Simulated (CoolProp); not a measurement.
Vapour-liquid equilibrium of R1234ze(E) (1) + R227EA (2) at 22.65 °C; x and y are mole fractions of (1).

Computed with CoolProp (multi-fluid Helmholtz-energy mixture model, Thol 2016 and Lemmon 2016; pair parameters Bell 2023).

| x | bubble pressure, mixture model (MPa) | bubble pressure, Raoult's law (MPa) | y, mixture model | y, Raoult's law |
|---|---|---|---|---|
| 0.05 | 0.4265 | 0.4250 | 0.057 | 0.055 |
| 0.125 | [?] | 0.4280 | 0.140 | 0.136 |
| 0.2 | [?] | 0.4311 | 0.220 | 0.215 |
| 0.275 | 0.4411 | 0.4342 | 0.298 | 0.294 |
| 0.35 | 0.4453 | 0.4373 | 0.374 | 0.371 |
| 0.425 | 0.4491 | 0.4404 | 0.448 | 0.448 |
| 0.5 | 0.4526 | 0.4435 | 0.521 | 0.523 |
| 0.575 | 0.4556 | 0.4466 | 0.593 | 0.598 |
| 0.65 | [?] | 0.4496 | 0.664 | 0.671 |
| 0.725 | 0.4604 | 0.4527 | [?] | 0.743 |
| 0.8 | 0.4620 | 0.4558 | 0.806 | 0.814 |
| 0.875 | 0.4632 | 0.4589 | 0.878 | 0.885 |
| 0.95 | [?] | 0.4620 | 0.950 | 0.954 |

**Question.** Fill in the missing entries.

**Answer.** 
- 0.125, bubble pressure, mixture model (MPa): 0.4317
- 0.2, bubble pressure, mixture model (MPa): 0.4365
- 0.65, bubble pressure, mixture model (MPa): 0.4582
- 0.725, y, mixture model: 0.735
- 0.95, bubble pressure, mixture model (MPa): 0.4639

The largest gap from Raoult's law is +2.1 % in bubble pressure, at x = 0.5. No azeotrope shows between x = 0.05 and 0.95.

The pair parameters rest on a limited set of measurements; away from them the model extrapolates.
